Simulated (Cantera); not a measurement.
Input (Python, Cantera) and output of one run.

```python
import numpy as np
import cantera as ct

gas_names = """
    C CN CO CO2 C2 CCN CNC C2N2 C2O C3 C3O2 C4 C4N2 C5 Fe FeC5O5 FeO N NCO NO NO2 NO3 N2 N2O O O2 O3
""".split()
cond_names = """
    C(gr) Fe(a) Fe(c) Fe(d) Fe(L) FeC5O5(L) FeO(s) FeO(L) Fe2O3(s) Fe3O4(s)
""".split()


def load(file, names, dense=False):
    # The tables refer to 1 bar. Condensed volumes are neglected.
    table = {s.name: s for s in ct.Species.list_from_file(file)}
    out = []
    for n in names:
        d = dict(table[n].input_data)
        d["thermo"] = dict(d["thermo"], **{"reference-pressure": 1e5})
        if dense:
            d["equation-of-state"] = {"model": "constant-volume", "density": "1e6 g/cm^3"}
        out.append(ct.Species.from_dict(d))
    return out


gas = ct.Solution(thermo="ideal-gas", species=load("nasa_gas.yaml", gas_names))
cond = {s.name: ct.Solution(thermo="fixed-stoichiometry", species=[s], name=s.name)
        for s in load("nasa_condensed.yaml", cond_names, dense=True)}
atoms = {
    'Fe': {'Fe': 1},
    'CO2': {'C': 1, 'O': 2},
    'N2': {'N': 2},
}
top_T = {'C(gr)': 4500, 'Fe2O3(s)': 1830, 'Fe3O4(s)': 1870}  # K; cautious upper limits of use, not melting points


def equilibrate(T, P, feed):
    n = {}
    for name, mol in feed.items():
        for a, k in atoms[name].items():
            n[a] = n.get(a, 0.0) + k * mol
    gas.TPX = T, P, n
    mass = sum(n.values()) * gas.mean_molecular_weight
    gas.equilibrate("TP")
    valid = [c for c in cond.values() if c.min_temp <= T <= top_T.get(c.name, c.max_temp)]
    mix = ct.Mixture([(gas, mass / gas.mean_molecular_weight)] + [(c, 0.0) for c in valid])
    mix.T, mix.P = T, P
    mix.equilibrate("TP", solver="vcs", rtol=1e-11, max_steps=5000)
    return mix


results = []
P = 133.322  # Pa
for T in [973, 1048, 1123, 1198, 1273, 1348, 1423, 1498, 1573, 1648, 1723, 1798]:
    for m in [1.2, 2.3, 4.4, 8.6, 17, 33, 65, 130, 250]:
        feed = {'Fe': 1, 'CO2': 0.48, 'N2': m}  # mol
        mix = equilibrate(T, P, feed)
        results.append((T, P, feed, dict(zip(mix.species_names, mix.species_moles))))

for T, P, feed, n in results:
    print(f"{T:7g} {feed['N2']:10.4g}  " + (" + ".join(c for c in cond_names if n.get(c, 0) > 1e-12) or "gas only"))
```

Result:

```
    973        1.2  Fe(a) + FeO(s)
    973        2.3  Fe(a) + FeO(s)
    973        4.4  Fe(a) + FeO(s)
    973        8.6  Fe(a) + FeO(s)
    973         17  Fe(a) + FeO(s)
    973         33  Fe(a) + FeO(s)
    973         65  Fe(a) + FeO(s)
    973        130  Fe(a) + FeO(s)
    973        250  Fe(a) + FeO(s)
   1048        1.2  Fe(a) + FeO(s)
   1048        2.3  Fe(a) + FeO(s)
   1048        4.4  Fe(a) + FeO(s)
   1048        8.6  Fe(a) + FeO(s)
   1048         17  Fe(a) + FeO(s)
   1048         33  Fe(a) + FeO(s)
   1048         65  Fe(a) + FeO(s)
   1048        130  Fe(a) + FeO(s)
   1048        250  Fe(a) + FeO(s)
   1123        1.2  Fe(a) + FeO(s)
   1123        2.3  Fe(a) + FeO(s)
   1123        4.4  Fe(a) + FeO(s)
   1123        8.6  Fe(a) + FeO(s)
   1123         17  Fe(a) + FeO(s)
   1123         33  Fe(a) + FeO(s)
   1123         65  Fe(a) + FeO(s)
   1123        130  Fe(a) + FeO(s)
   1123        250  Fe(a) + FeO(s)
   1198        1.2  Fe(c) + FeO(s)
   1198        2.3  Fe(c) + FeO(s)
   1198        4.4  Fe(c) + FeO(s)
   1198        8.6  Fe(c) + FeO(s)
   1198         17  Fe(c) + FeO(s)
   1198         33  Fe(c) + FeO(s)
   1198         65  Fe(c) + FeO(s)
   1198        130  Fe(c) + FeO(s)
   1198        250  Fe(c) + FeO(s)
   1273        1.2  Fe(c) + FeO(s)
   1273        2.3  Fe(c) + FeO(s)
   1273        4.4  Fe(c) + FeO(s)
   1273        8.6  Fe(c) + FeO(s)
   1273         17  Fe(c) + FeO(s)
   1273         33  Fe(c) + FeO(s)
   1273         65  Fe(c) + FeO(s)
   1273        130  Fe(c) + FeO(s)
   1273        250  Fe(c) + FeO(s)
   1348        1.2  Fe(c) + FeO(s)
   1348        2.3  Fe(c) + FeO(s)
   1348        4.4  Fe(c) + FeO(s)
   1348        8.6  Fe(c) + FeO(s)
   1348         17  Fe(c) + FeO(s)
   1348         33  Fe(c) + FeO(s)
   1348         65  Fe(c) + FeO(s)
   1348        130  Fe(c) + FeO(s)
   1348        250  Fe(c) + FeO(s)
   1423        1.2  Fe(c) + FeO(s)
   1423        2.3  Fe(c) + FeO(s)
   1423        4.4  Fe(c) + FeO(s)
   1423        8.6  Fe(c) + FeO(s)
   1423         17  Fe(c) + FeO(s)
   1423         33  Fe(c) + FeO(s)
   1423         65  Fe(c) + FeO(s)
   1423        130  Fe(c) + FeO(s)
   1423        250  Fe(c) + FeO(s)
   1498        1.2  Fe(c) + FeO(s)
   1498        2.3  Fe(c) + FeO(s)
   1498        4.4  Fe(c) + FeO(s)
   1498        8.6  Fe(c) + FeO(s)
   1498         17  Fe(c) + FeO(s)
   1498         33  Fe(c) + FeO(s)
   1498         65  Fe(c) + FeO(s)
   1498        130  Fe(c) + FeO(s)
   1498        250  Fe(c) + FeO(s)
   1573        1.2  Fe(c) + FeO(s)
   1573        2.3  Fe(c) + FeO(s)
   1573        4.4  Fe(c) + FeO(s)
   1573        8.6  Fe(c) + FeO(s)
   1573         17  Fe(c) + FeO(s)
   1573         33  Fe(c) + FeO(s)
   1573         65  Fe(c) + FeO(s)
   1573        130  Fe(c) + FeO(s)
   1573        250  Fe(c) + FeO(s)
   1648        1.2  Fe(c) + FeO(s)
   1648        2.3  Fe(c) + FeO(s)
   1648        4.4  Fe(c) + FeO(s)
   1648        8.6  Fe(c) + FeO(s)
   1648         17  Fe(c) + FeO(s)
   1648         33  Fe(c) + FeO(s)
   1648         65  Fe(c) + FeO(s)
   1648        130  Fe(c) + FeO(s)
   1648        250  Fe(c) + FeO(s)
   1723        1.2  Fe(d) + FeO(L)
   1723        2.3  Fe(d) + FeO(L)
   1723        4.4  Fe(d) + FeO(L)
   1723        8.6  Fe(d) + FeO(L)
   1723         17  Fe(d) + FeO(L)
   1723         33  Fe(d) + FeO(L)
   1723         65  Fe(d) + FeO(L)
   1723        130  FeO(L)
   1723        250  FeO(L)
   1798        1.2  Fe(d) + FeO(L)
   1798        2.3  Fe(d) + FeO(L)
   1798        4.4  Fe(d) + FeO(L)
   1798        8.6  Fe(d) + FeO(L)
   1798         17  Fe(d) + FeO(L)
   1798         33  FeO(L)
   1798         65  FeO(L)
   1798        130  FeO(L)
   1798        250  FeO(L)
```

Equilibrium computed with Cantera from the NASA thermochemical tables; the gas is ideal and each condensed phase is pure. Mutual solubility and eutectic melting of coexisting phases are not modelled. The tables' stoichiometric FeO is somewhat more stable than real wüstite, so its field is too wide. FeO: taken at fixed stoichiometry.
